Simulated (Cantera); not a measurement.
An adiabatic, constant-pressure homogeneous reactor starts with CH₄ : H₂ : O₂ : N₂ = 1 : 0.28 : 5.35 : 20.1 (molar parts), equivalence ratio 0.40, at 1400 K and 1.00 bar. Integrator tolerance rtol = 1e-08.

Cantera simulation using GRI-Mech 3.0 (53 species, 325 reactions); the numbers are that mechanism's predictions, not measurements.

Problem. What does this change do: initial temperature 1400 to 1450 K?

Solution. 
```
quantity                                                              before                                      after
---------------------------------  -----------------------------------------  -----------------------------------------
time of steepest temperature rise                                   0.638 ms                                   0.449 ms
temperature at 0.400 s                                                2214 K                                     2252 K
equilibrium temperature                                               2212 K                                     2251 K
x(CH₄) at 0.400 s                      <1e-12 (gas-phase equilibrium <1e-12)      <1e-12 (gas-phase equilibrium <1e-12)
x(H₂) at 0.400 s                   0.000308 (gas-phase equilibrium 0.000304)  0.000385 (gas-phase equilibrium 0.000384)
x(O₂) at 0.400 s                         0.115 (gas-phase equilibrium 0.115)        0.114 (gas-phase equilibrium 0.114)
x(C₂H₄) at 0.400 s                     <1e-12 (gas-phase equilibrium <1e-12)      <1e-12 (gas-phase equilibrium <1e-12)
x(CO₂) at 0.400 s                      0.0368 (gas-phase equilibrium 0.0368)      0.0366 (gas-phase equilibrium 0.0366)
x(NO₂) at 0.400 s                    7.70e-6 (gas-phase equilibrium 8.68e-6)    8.63e-6 (gas-phase equilibrium 8.93e-6)
```

Problem. What does this change do: H2 0.28 to 0.22 parts?

Solution. 
```json
[
 {"quantity": "time of steepest temperature rise", "before": "0.638 ms", "after": "0.787 ms"},
 {"quantity": "temperature at 0.400 s", "before": "2214 K", "after": "2204 K"},
 {"quantity": "equilibrium temperature", "before": "2212 K", "after": "2202 K"},
 {"quantity": "x(CH₄) at 0.400 s", "before": "<1e-12 (gas-phase equilibrium <1e-12)", "after": "<1e-12 (gas-phase equilibrium <1e-12)"},
 {"quantity": "x(H₂) at 0.400 s", "before": "0.000308 (gas-phase equilibrium 0.000304)", "after": "0.000280 (gas-phase equilibrium 0.000276)"},
 {"quantity": "x(O₂) at 0.400 s", "before": "0.115 (gas-phase equilibrium 0.115)", "after": "0.117 (gas-phase equilibrium 0.116)"},
 {"quantity": "x(C₂H₄) at 0.400 s", "before": "<1e-12 (gas-phase equilibrium <1e-12)", "after": "<1e-12 (gas-phase equilibrium <1e-12)"},
 {"quantity": "x(CO₂) at 0.400 s", "before": "0.0368 (gas-phase equilibrium 0.0368)", "after": "0.0369 (gas-phase equilibrium 0.0369)"},
 {"quantity": "x(NO₂) at 0.400 s", "before": "7.70e-6 (gas-phase equilibrium 8.68e-6)", "after": "7.44e-6 (gas-phase equilibrium 8.71e-6)"}
]
```
